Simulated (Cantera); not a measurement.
Charge: 1 mol FeS2, 1.3 mol H2S, 6.5 mol H2O, held at 652 °C and 14300 Torr.

Equilibrium computed with Cantera from the NASA thermochemical tables; the gas is ideal and each condensed phase is pure. Candidate condensed phases: Fe, FeO, Fe(OH)2, Fe(OH)3, FeS, FeSO4, FeS2, Fe2O3, Fe2(SO4)3, Fe3O4, H2O, H2SO4, S; 22 gas species. FeS: taken at fixed stoichiometry. Gases not in the tables: S3 to S7. The numbers say what is thermodynamically allowed, not how fast it happens.

Base state: H2O 0.827, H2S 0.167, H2 0.00290, SO2 0.00187, S2 0.00165, S2O 4.46e-5 (mole fractions); condensed: FeS(s) + FeS2(s).

Question: What changes in the equilibrium state with this change: temperature from 652 °C to 1377 °C?

Answer: 
```
species        before     after
------------  -------  --------
H2O             0.827     0.707
H2S             0.167     0.136
H2            0.00290    0.0742
S2            0.00165    0.0504
SO2           0.00187    0.0278
S               <1e-9   1.02e-5
SO            8.39e-8  0.000786
SH            8.64e-7   0.00170
S2O           4.46e-5   0.00180
FeS(s), mol    0.0480         0
FeS2(s), mol    0.952         0
FeS(l), mol         0     1.000
```
